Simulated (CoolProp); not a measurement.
The numbers come from the reference Helmholtz-energy equation of state, Platzer 1990 in CoolProp. This equation is an older, rougher fit; its heat capacities, sound speeds and derivatives of the liquid may be far off and weren't checked against measurements.

Question: Give the vapour pressure (kPa), enthalpy of vaporisation (kJ/kg), vapour Z of saturated R21 at 324, 344.3, 384.9 K.

Answer: 
| T (K) | p (kPa) | enthalpy of vaporisation (kJ/kg) | vapour Z |
|---|---|---|---|
| 324 | 406 | 214 | 0.908 |
| 344.3 | 693 | 200 | 0.869 |
| 384.9 | 1680 | 166 | 0.763 |
